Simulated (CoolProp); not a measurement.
n-perfluorohexane along the isobar 1.86 MPa: density (kg/m³) from the reference equation and from simpler models built on Tc = 174.9 °C, pc = 1.742 MPa, ω = 0.497; each cubic takes its own stable root.

Computed with CoolProp (reference Helmholtz-energy equation of state, Gao 2022).

```json
[
 {"T (°C)": "101.05", "phase": "liquid", "reference": "1441", "van der Waals": "826.1", "Redlich-Kwong": "1139", "Soave-Redlich-Kwong": "1230", "Peng-Robinson": "1391"},
 {"T (°C)": "108.65", "phase": "liquid", "reference": "1412", "van der Waals": "809.7", "Redlich-Kwong": "1109", "Soave-Redlich-Kwong": "1197", "Peng-Robinson": "1354"},
 {"T (°C)": "116.25", "phase": "liquid", "reference": "1380", "van der Waals": "792.3", "Redlich-Kwong": "1077", "Soave-Redlich-Kwong": "1162", "Peng-Robinson": "1314"},
 {"T (°C)": "123.85", "phase": "liquid", "reference": "1346", "van der Waals": "773.7", "Redlich-Kwong": "1043", "Soave-Redlich-Kwong": "1125", "Peng-Robinson": "1271"},
 {"T (°C)": "131.35", "phase": "liquid", "reference": "1310", "van der Waals": "753.9", "Redlich-Kwong": "1006", "Soave-Redlich-Kwong": "1084", "Peng-Robinson": "1224"},
 {"T (°C)": "138.95", "phase": "liquid", "reference": "1269", "van der Waals": "732.0", "Redlich-Kwong": "966.4", "Soave-Redlich-Kwong": "1038", "Peng-Robinson": "1171"},
 {"T (°C)": "146.55", "phase": "liquid", "reference": "1224", "van der Waals": "707.6", "Redlich-Kwong": "922.3", "Soave-Redlich-Kwong": "987.2", "Peng-Robinson": "1112"},
 {"T (°C)": "154.15", "phase": "liquid", "reference": "1170", "van der Waals": "679.8", "Redlich-Kwong": "872.3", "Soave-Redlich-Kwong": "928.3", "Peng-Robinson": "1043"},
 {"T (°C)": "161.65", "phase": "liquid", "reference": "1105", "van der Waals": "647.3", "Redlich-Kwong": "814.1", "Soave-Redlich-Kwong": "858.4", "Peng-Robinson": "960.9"},
 {"T (°C)": "169.25", "phase": "liquid", "reference": "1013", "van der Waals": "605.6", "Redlich-Kwong": "738.9", "Soave-Redlich-Kwong": "765.2", "Peng-Robinson": "851.1"},
 {"T (°C)": "176.85", "phase": "supercritical", "reference": "797.3", "van der Waals": "542.2", "Redlich-Kwong": "617.0", "Soave-Redlich-Kwong": "594.6", "Peng-Robinson": "648.3"}
]
```
